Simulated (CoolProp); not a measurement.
Computed with CoolProp (reference Helmholtz-energy equation of state, Wagner 2002).

**Question.** Give the vapour pressure (MPa), enthalpy of vaporisation (kJ/kg), vapour Z, surface tension (mN/m) of saturated water at 340.55 °C.

**Answer.** 
```
T (°C)  p (MPa)  enthalpy of vaporisation (kJ/kg)  vapour Z  surface tension (mN/m)
------  -------  --------------------------------  --------  ----------------------
340.55     14.7                              1020     0.554                    5.48
```

Surface tension comes from a separate correlation (Mulero 2012).
